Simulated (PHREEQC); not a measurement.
A solution holds 0.0094 mol HF and 0.0067 mol NH4HF2 per kg of water, at 67 °C. Closed to the air; pH follows from the charge balance.

Computed with PHREEQC (ion-association model, phreeqc.dat).

```
quantity                    before     after
------------------------  --------  --------
pH                            3.16      3.49
ionic strength (mol/kgw)   0.00746    0.0116
HF (mol/kgw)                0.0149    0.0107
F- (mol/kgw)               0.00700    0.0110
HF2- (mol/kgw)            0.000458  0.000520
```

Question: What was changed between the two runs?
A. NH4HF2 from 0.0067 to 0.00134 mol/kgw
B. 0.0045 mol/kgw TMAH added
C. temperature from 67 to 85 °C
D. NH4HF2 left out

Answer: B, 0.0045 mol/kgw TMAH added

No solid was allowed to form. (CH3)4N+ isn't in the database: it is added as a free cation with an ion size of 4 Å. At this temperature some constants are extrapolated from 25 °C, and those without enthalpy data are left unchanged.
